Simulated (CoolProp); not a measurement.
Model: reference Helmholtz-energy equation of state, Thol 2016, in CoolProp.

Task: For hexamethyldisiloxane (MM), give the phase and the speed of sound (m/s) at 381.4 K and 0.0431 MPa; 234.9 K and 0.274 MPa; 529.5 K and 4.02 MPa.

Result: 
- 381.4 K and 0.0431 MPa: gas; speed of sound 139
- 234.9 K and 0.274 MPa: liquid; speed of sound 1110
- 529.5 K and 4.02 MPa: supercritical; speed of sound 216
